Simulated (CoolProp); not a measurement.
Vapour-liquid equilibrium of R1234yf (1) + R134a (2) at 246.7 K; x and y are mole fractions of (1).

Model: multi-fluid Helmholtz-energy mixture model, Lemmon 2022 and Tillner-Roth 1994; pair parameters Bell 2022, in CoolProp.

| x | bubble pressure, mixture model (MPa) | bubble pressure, Raoult's law (MPa) | y, mixture model | y, Raoult's law |
|---|---|---|---|---|
| 0.05 | 0.1021 | 0.1004 | 0.072 | 0.057 |
| 0.125 | 0.1054 | 0.1016 | 0.167 | 0.142 |
| 0.2 | 0.1082 | 0.1028 | 0.252 | 0.225 |
| 0.275 | 0.1105 | 0.1040 | 0.329 | 0.305 |
| 0.35 | 0.1124 | 0.1051 | 0.401 | 0.384 |
| 0.425 | 0.1140 | 0.1063 | 0.469 | 0.461 |
| 0.5 | 0.1153 | 0.1075 | 0.534 | 0.537 |
| 0.575 | 0.1162 | 0.1087 | 0.599 | 0.611 |
| 0.65 | 0.1168 | 0.1099 | 0.663 | 0.683 |
| 0.725 | 0.1171 | 0.1111 | 0.729 | 0.753 |
| 0.8 | 0.1171 | 0.1123 | 0.797 | 0.823 |
| 0.875 | 0.1168 | 0.1135 | 0.869 | 0.890 |
| 0.95 | 0.1161 | 0.1146 | 0.945 | 0.957 |

The largest gap from Raoult's law is +7.2 % in bubble pressure, at x = 0.425. y crosses x between x = 0.725 and 0.8: the model has an azeotrope there.

The pair parameters rest on a limited set of measurements; away from them the model extrapolates.
